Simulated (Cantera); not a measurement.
Input: 1 mol TEOS, 4.3 mol H₂O, 110 mol N₂, 0.32 mol O₃, at 0.133 bar.

Equilibrium computed with Cantera from the NASA thermochemical tables; the gas is ideal and each condensed phase is pure. Candidate condensed phases: C, C₆H₆, C₇H₈, C₈H₁₈, H₂O, Si, SiC, SiO₂, Si₂N₂O, Si₃N₄; 151 gas species. The feed counts by its element totals alone. N₂ is the only nitrogen source here; it is nearly inert below about 1500 K, so the nitride shown seldom forms there in practice. Mutual solubility and eutectic melting of coexisting phases are not modelled. The tables hold silica as quartz up to 1696 K and as liquid above; real silica turns to tridymite and cristobalite and melts near 1996 K. Rates play no part. All values below are at 1077 °C.

Base state: N₂ 0.831, H₂ 0.108, CO 0.0606, H₂O 2.81e-5, HCN 1.74e-5 (mole fractions); condensed: SiO₂(β-quartz) + Si₂N₂O(s).

### Question
What changes in the equilibrium state with this change: TEOS replaced by SiCl₄?

### Answer
| species | before | after |
|---|---|---|
| N₂ | 0.831 | 0.942 |
| HCl | 0 | 0.0337 |
| H₂O | 2.81e-5 | 0.0200 |
| H₂ | 0.108 | 1.78e-7 |
| CO | 0.0606 | 0 |
| O₂ | <1e-9 | 0.00392 |
| Cl | 0 | 0.000434 |
| SiO₂(β-quartz), mol | 0.505 | 1.00 |
| Si₂N₂O(s), mol | 0.247 | 0 |
Further candidate phases: NH₄Cl.
